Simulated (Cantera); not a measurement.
A Cantera script and its output.

```python
import numpy as np
import cantera as ct

gas = ct.Solution("gri30.yaml", transport_model="multicomponent")
show = ['CH3', 'CO2', 'N2']

rows = []
print(f"{'T/K':>7s}{'rho':>11s}{'cp':>10s}{'mu':>11s}{'lambda':>11s}{'Pr':>7s}" + "".join(f"{'D_' + s:>11s}" for s in show))
for T in [400, 500, 600, 700, 800, 900, 1000, 1100]:
    gas.TPX = T, 100000, {'C2H4': 0.24, 'CH3OH': 0.17, 'CO2': 0.084, 'NH3': 0.38}
    Pr = gas.cp_mass * gas.viscosity / gas.thermal_conductivity
    D = [gas.mix_diff_coeffs_mole[gas.species_index(s)] for s in show]
    rows.append([gas.density, gas.cp_mass, gas.viscosity, gas.thermal_conductivity, Pr, *D])
    print(f"{T:7g}{gas.density:11.4e}{gas.cp_mass:10.1f}{gas.viscosity:11.4e}"
          f"{gas.thermal_conductivity:11.4e}{Pr:7.3f}" + "".join(f"{d:11.4e}" for d in D))
print("SI units: kg/m3, J/kg/K, Pa s, W/m/K, m2/s")
```

It prints:

```
    T/K        rho        cp         mu     lambda     Pr      D_CH3      D_CO2       D_N2
    400 7.6886e-01    1768.6 1.4341e-05 3.5665e-02  0.711 3.3070e-05 2.3264e-05 3.1278e-05
    500 6.1509e-01    2003.4 1.7783e-05 4.9835e-02  0.715 5.0015e-05 3.5713e-05 4.6925e-05
    600 5.1257e-01    2222.8 2.1062e-05 6.5200e-02  0.718 6.9606e-05 5.0282e-05 6.4929e-05
    700 4.3935e-01    2413.1 2.4176e-05 8.0986e-02  0.720 9.1631e-05 6.6789e-05 8.5106e-05
    800 3.8443e-01    2572.9 2.7136e-05 9.6716e-02  0.722 1.1592e-04 8.5093e-05 1.0732e-04
    900 3.4171e-01    2713.2 2.9955e-05 1.1243e-01  0.723 1.4235e-04 1.0508e-04 1.3145e-04
   1000 3.0754e-01    2857.8 3.2647e-05 1.2889e-01  0.724 1.7081e-04 1.2665e-04 1.5742e-04
   1100 2.7958e-01    2974.3 3.5224e-05 1.4463e-01  0.724 2.0121e-04 1.4974e-04 1.8515e-04
SI units: kg/m3, J/kg/K, Pa s, W/m/K, m2/s
```

Cantera simulation using GRI-Mech 3.0 (53 species, 325 reactions); the numbers are that mechanism's predictions, not measurements. Polar gases are described roughly by these parameters. The composition is frozen, though it would react at the higher temperatures.
